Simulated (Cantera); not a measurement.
Input: 1 mol SiCl4, 1.2 mol H2, 0.51 mol Cl2, held at 1.00 bar.

Equilibrium computed with Cantera from the NASA thermochemical tables; the gas is ideal and each condensed phase is pure. Candidate condensed phases: Si; 19 gas species. The tables' values for SiCl3 are old estimates; treat these amounts as uncertain. Rates play no part. All values below are at 1300 K.

Base state: HCl 0.393, SiCl4 0.350, H2 0.240, SiHCl3 0.00974, SiCl3 0.00663, SiCl2 0.000745, SiH2Cl2 3.82e-5 (mole fractions); condensed: gas only.

Q: What changes in the equilibrium state with this change: Cl2 from 0.51 to 2 mol?

A: 
| species | before | after |
|---|---|---|
| HCl | 0.393 | 0.570 |
| SiCl4 | 0.350 | 0.237 |
| Cl2 | 3.64e-9 | 0.187 |
| H2 | 0.240 | 9.81e-9 |
| SiHCl3 | 0.00974 | <1e-9 |
| SiCl2 | 0.000745 | <1e-9 |
| SiH2Cl2 | 3.82e-5 | <1e-9 |
| SiCl3 | 0.00663 | 6.27e-7 |
